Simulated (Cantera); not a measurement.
An isothermal, constant-pressure homogeneous reactor starts with H2 : O2 : N2 = 1.9 : 1 : 0.71 (molar parts), equivalence ratio 0.95, at 800 K and 0.400 bar. Integrator tolerance rtol = 1e-08.

Cantera simulation using the H2/O2 subset of GRI-Mech 3.0, which has no nitrogen chemistry; the numbers are that mechanism's predictions, not measurements. Below about 950 K walls govern HO2 and H2O2 in real vessels. The temperature is held fixed by assumption; the heat of reaction is taken as removed at once.

```json
[
 {"quantity": "x(H2) at 40.0 s", "before": "0.498 (gas-phase equilibrium <1e-12)", "after": "5.81e-9 (gas-phase equilibrium 5.81e-9)"},
 {"quantity": "x(O2) at 40.0 s", "before": "0.262 (gas-phase equilibrium 0.0188)", "after": "0.0188 (gas-phase equilibrium 0.0188)"},
 {"quantity": "x(H2O) at 40.0 s", "before": "0.0377 (gas-phase equilibrium 0.714)", "after": "0.714 (gas-phase equilibrium 0.714)"},
 {"quantity": "x(HO2) at 40.0 s", "before": "1.27e-5 (gas-phase equilibrium 5.95e-12)", "after": "9.89e-10 (gas-phase equilibrium 9.89e-10)"},
 {"quantity": "x(OH) at 40.0 s", "before": "7.95e-10 (gas-phase equilibrium 1.61e-9)", "after": "8.29e-7 (gas-phase equilibrium 8.29e-7)"}
]
```

Name the change that produced these shifts.
A) temperature 800 to 1075 K
B) N2 0.71 to 2.8 parts
C) pressure from 0.400 bar to 0.690 bar
D) H2 1.9 to 12 parts

A, temperature 800 to 1075 K
